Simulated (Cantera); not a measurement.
A closed system holds: 1 mol FeS2, 4.9 mol H2S, 4.3 mol H2O, equilibrated at 775 °C and 0.0100 bar.

Equilibrium computed with Cantera from the NASA thermochemical tables; the gas is ideal and each condensed phase is pure. Candidate condensed phases: Fe, FeO, Fe(OH)2, Fe(OH)3, FeS, FeSO4, FeS2, Fe2O3, Fe2(SO4)3, Fe3O4, H2O, H2SO4, S; 22 gas species. FeS: taken at fixed stoichiometry. Gases not in the tables: S3 to S7. Equilibrium is a limit: real reactors are often held back by kinetics, nucleation or transport.

Base state: H2O 0.414, H2S 0.348, H2 0.127, S2 0.110, SO2 0.000672, SH 0.000146, S2O 8.95e-5 (mole fractions); condensed: FeS(s).

**Question.** What changes in the equilibrium state with this change: temperature from 775 °C to 1077 °C?

**Answer.** 
```csv
species,before,after
H2O,0.414,0.366
H2,0.127,0.318
S2,0.110,0.196
H2S,0.348,0.115
H,2.75e-8,1.34e-5
S,7.56e-8,2.60e-5
SO,6.09e-6,0.000370
"FeS(s), mol",1.00,1.000
```

**Question.** What changes in the equilibrium state with this change: H2S from 4.9 to 0.12 mol?

**Answer.** 
```tsv
species	before	after
H2O	0.414	0.807
S2	0.110	0.0647
H2S	0.348	0.0635
H2	0.127	0.0302
SO2	0.000672	0.0344
SO	6.09e-6	3.81e-5
S2O	8.95e-5	0.000429
SH	0.000146	5.46e-5
FeS(s), mol	1.00	1.00
```
